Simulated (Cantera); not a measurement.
A Cantera script and its output.

```python
import numpy as np
import cantera as ct

gas = ct.Solution("gri30.yaml")
gas.TPX = 1800, 2000000, {'CH4': 1, 'C2H6': 0.048, 'O2': 1.2, 'N2': 4.53, 'H2O': 0.33}
reactor = ct.IdealGasConstPressureReactor(gas, energy="on", clone=False)
net = ct.ReactorNet([reactor])
net.rtol, net.atol = 1e-08, 1e-16
show = ['CH4', 'C2H6', 'O2', 'CH3', 'CO2', 'NO2', 'NO']
times = np.geomspace(3e-06, 5, 11)

steps = ct.SolutionArray(gas, extra=["t"])
rows = []
print(f"{'t/s':>10s}{'T/K':>9s}{'P/Pa':>11s}" + "".join(f"{s:>11s}" for s in show))
for t in times:
    while net.time < t:
        t_next = net.step()
        steps.append(gas.state, t=t_next)
    rows.append([np.interp(t, steps.t, y) for y in (steps.T, steps.P, *steps(*show).X.T)])
    print(f"{t:10.3e}{rows[-1][0]:9.1f}{rows[-1][1]:11.4g}" + "".join(f"{x:11.3e}" for x in rows[-1][2:]))
rate = np.gradient(steps.T, steps.t)
print("integrator steps:", len(steps.t))
if steps.T.max() > steps.T[0] + 200:
    print(f"time of steepest temperature rise: {steps.t[rate.argmax()]:.4e} s")
gas.TPX = 1800, 2000000, {'CH4': 1, 'C2H6': 0.048, 'O2': 1.2, 'N2': 4.53, 'H2O': 0.33}
gas.equilibrate("HP")
print(f"equilibrium (HP): T = {gas.T:.1f} K  " + "  ".join(f"{s} {gas[s].X[0]:.3e}" for s in show))
```

It prints:

```
       t/s      T/K       P/Pa        CH4       C2H6         O2        CH3        CO2        NO2         NO
 3.000e-06   1820.9      2e+06  1.304e-01  5.370e-03  1.620e-01  2.082e-03  7.987e-05  9.299e-12  3.151e-10
 1.257e-05   2860.7      2e+06  1.690e-06  8.254e-13  6.920e-05  1.653e-06  2.230e-02  1.710e-08  3.248e-04
 5.266e-05   2857.5      2e+06  4.388e-10  7.811e-20  7.354e-05  4.584e-10  2.227e-02  2.491e-08  4.637e-04
 2.206e-04   2856.6      2e+06  4.435e-10  7.959e-20  7.285e-05  4.618e-10  2.225e-02  3.204e-08  5.988e-04
 9.244e-04   2856.4      2e+06  4.444e-10  7.987e-20  7.273e-05  4.625e-10  2.225e-02  3.332e-08  6.232e-04
 3.873e-03   2856.4      2e+06  4.444e-10  7.987e-20  7.273e-05  4.625e-10  2.225e-02  3.332e-08  6.232e-04
 1.623e-02   2856.4      2e+06  4.444e-10  7.987e-20  7.273e-05  4.625e-10  2.225e-02  3.332e-08  6.232e-04
 6.799e-02   2856.4      2e+06  4.444e-10  7.987e-20  7.273e-05  4.625e-10  2.225e-02  3.332e-08  6.232e-04
 2.848e-01   2856.4      2e+06  4.444e-10  7.987e-20  7.273e-05  4.625e-10  2.225e-02  3.332e-08  6.232e-04
 1.193e+00   2856.4      2e+06  4.444e-10  7.987e-20  7.273e-05  4.625e-10  2.225e-02  3.332e-08  6.232e-04
 5.000e+00   2856.4      2e+06  4.444e-10  7.987e-20  7.273e-05  4.625e-10  2.225e-02  3.332e-08  6.232e-04
integrator steps: 1577
time of steepest temperature rise: 7.3020e-06 s
equilibrium (HP): T = 2856.4 K  CH4 5.004e-10  C2H6 9.814e-20  O2 7.273e-05  CH3 5.208e-10  CO2 2.225e-02  NO2 3.332e-08  NO 6.232e-04
```

Computed with Cantera and GRI-Mech 3.0 (53 species, 325 reactions). The pressure lies above the range GRI-Mech 3.0 was tuned for (to about 10 atm).
